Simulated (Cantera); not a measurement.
Feed: 1 mol SiH₄, 0.62 mol N₂, 5.9 mol H₂, held at 1600 °C and 10.0 mbar.

Equilibrium computed with Cantera from the NASA thermochemical tables; the gas is ideal and each condensed phase is pure. Candidate condensed phases: Si, Si₃N₄; 18 gas species. Gases not in the tables: Si₂H₆ and higher silanes. The numbers say what is thermodynamically allowed, not how fast it happens.

Base state: H₂ 0.920, N₂ 0.0725, H 0.00619, Si 0.000882, SiH 7.88e-5, SiH₂ 4.51e-5, Si₂N 1.27e-5 (mole fractions); condensed: Si(l).

Question: What changes in the equilibrium state with this change: SiH₄ replaced by SiCl₄?

Answer: 
```json
[
 {"species": "H₂", "before": "0.920", "after": "0.571"},
 {"species": "HCl", "before": "0", "after": "0.233"},
 {"species": "SiCl₂", "before": "0", "after": "0.115"},
 {"species": "N₂", "before": "0.0725", "after": "0.0725"},
 {"species": "Cl", "before": "0", "after": "0.00150"},
 {"species": "SiCl₃", "before": "0", "after": "0.00131"},
 {"species": "Si(l), mol", "before": "0.991", "after": "0"}
]
```
The tables' values for SiCl₃, SiCl are old estimates; treat these amounts as uncertain. Further candidate phases: NH₄Cl.
